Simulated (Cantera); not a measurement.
What does this Cantera script print?

```python
import numpy as np
import cantera as ct

gas = ct.Solution("gri30.yaml", transport_model="multicomponent")
show = ['CH3', 'OH', 'CO2']

rows = []
print(f"{'T/K':>7s}{'rho':>11s}{'cp':>10s}{'mu':>11s}{'lambda':>11s}{'Pr':>7s}" + "".join(f"{'D_' + s:>11s}" for s in show))
for T in [400, 650, 900, 1150, 1400, 1650, 1900, 2150]:
    gas.TPX = T, 100000, {'NH3': 0.85, 'C3H8': 0.52, 'CO': 0.75}
    Pr = gas.cp_mass * gas.viscosity / gas.thermal_conductivity
    D = [gas.mix_diff_coeffs_mole[gas.species_index(s)] for s in show]
    rows.append([gas.density, gas.cp_mass, gas.viscosity, gas.thermal_conductivity, Pr, *D])
    print(f"{T:7g}{gas.density:11.4e}{gas.cp_mass:10.1f}{gas.viscosity:11.4e}"
          f"{gas.thermal_conductivity:11.4e}{Pr:7.3f}" + "".join(f"{d:11.4e}" for d in D))
print("SI units: kg/m3, J/kg/K, Pa s, W/m/K, m2/s")
```

Result:

```
    T/K        rho        cp         mu     lambda     Pr      D_CH3       D_OH      D_CO2
    400 8.2849e-01    1777.2 1.5156e-05 3.5856e-02  0.751 3.2540e-05 4.6080e-05 2.2465e-05
    650 5.0984e-01    2288.1 2.2851e-05 6.7640e-02  0.773 7.7600e-05 1.0752e-04 5.4906e-05
    900 3.6822e-01    2674.0 2.9493e-05 1.0084e-01  0.782 1.3636e-04 1.8711e-04 9.7670e-05
   1150 2.8817e-01    2954.3 3.5402e-05 1.3331e-01  0.785 2.0704e-04 2.8266e-04 1.4931e-04
   1400 2.3671e-01    3165.8 4.0780e-05 1.6439e-01  0.785 2.8853e-04 3.9278e-04 2.0892e-04
   1650 2.0085e-01    3332.7 4.5756e-05 1.9411e-01  0.786 3.8006e-04 5.1648e-04 2.7592e-04
   1900 1.7442e-01    3462.3 5.0421e-05 2.2226e-01  0.785 4.8107e-04 6.5302e-04 3.4985e-04
   2150 1.5414e-01    3561.0 5.4835e-05 2.4875e-01  0.785 5.9112e-04 8.0180e-04 4.3040e-04
SI units: kg/m3, J/kg/K, Pa s, W/m/K, m2/s
```

Cantera simulation using GRI-Mech 3.0 (53 species, 325 reactions); the numbers are that mechanism's predictions, not measurements. Polar gases are described roughly by these parameters. The composition is frozen, though it would react at the higher temperatures.
